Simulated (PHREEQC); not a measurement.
Solution (20 °C): 0.14 mol/kgw ZnCl2, 0.058 mol/kgw NaCl and 4.3e-05 mol/kgw H2SO4. Closed to the air; pH follows from the charge balance.

The numbers come from PHREEQC with the ion-association model, phreeqc.dat.

This is a speciation only: nothing precipitates in the calculation.

Question: What pH, ionic strength, density does the model give?

Answer: pH 4.17; ionic strength 0.432 mol/kgw; density 1.018 g/cm³.

Question: In which forms is S present?

Answer: ZnSO4 53 %, SO4-2 44 %, NaSO4- 2.8 % of the S.

Complexes and solids missing from the database can't appear.
